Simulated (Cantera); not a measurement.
What does this Cantera script print?

```python
import numpy as np
import cantera as ct

gas_names = """
    H HO2 H2 H2O H2O2 O OH O2 O3 Zr ZrO ZrO2
""".split()
cond_names = """
    H2O(s) H2O(L) Zr(a) Zr(b) Zr(L) ZrO2(a) ZrO2(b) ZrO2(L)
""".split()


# ... load() reads the species with a 1 bar reference pressure and builds the phases ...
atoms = {
    'ZrO2': {'Zr': 1, 'O': 2},
    'H2': {'H': 2},
    'H2O': {'H': 2, 'O': 1},
}
top_T = {}  # K; cautious upper limits of use, not melting points


# ... equilibrate(T, P, feed) seeds the gas with the atoms and calls Mixture.equilibrate('TP', solver="vcs", rtol=1e-11, max_steps=5000) ...
results = []
feed = {'ZrO2': 1, 'H2': 1800, 'H2O': 1.1}  # mol
T = 1700  # K
P = 210  # Pa
mix = equilibrate(T, P, feed)
results.append((T, P, feed, dict(zip(mix.species_names, mix.species_moles))))
print(gas.report(threshold=1e-06))
for i in range(1, mix.n_phases):
    print(f"{mix.phase(i).name:16s} {mix.phase_moles(i):12.5e} mol")
```

Result:

```
       temperature   1700 K
          pressure   210 Pa
           density   3.0049e-05 kg/m^3
  mean mol. weight   2.0225 kg/kmol
   phase of matter   gas

                          1 kg             1 kmol
                     ---------------   ---------------
          enthalpy        2.1459e+07        4.3401e+07  J
   internal energy         1.447e+07        2.9266e+07  J
           entropy        1.1591e+05        2.3442e+05  J/K
    Gibbs function       -1.7558e+08       -3.5512e+08  J
 heat capacity c_p             16367             33103  J/K
 heat capacity c_v             12256             24788  J/K

                      mass frac. Y      mole frac. X     chem. pot. / RT
                     ---------------   ---------------   ---------------
                 H         0.0015994         0.0032092           -12.572
                H2           0.99297           0.99618           -25.145
               H2O         0.0054303        0.00060966           -57.458
     [   +9 minor]        8.5587e-07        1.0176e-07

Zr(b)             0.00000e+00 mol
ZrO2(b)           1.00000e+00 mol
```

Method: chemical equilibrium by Gibbs-energy minimisation in Cantera with the NASA 1993 tables (ideal gas, pure condensed phases).
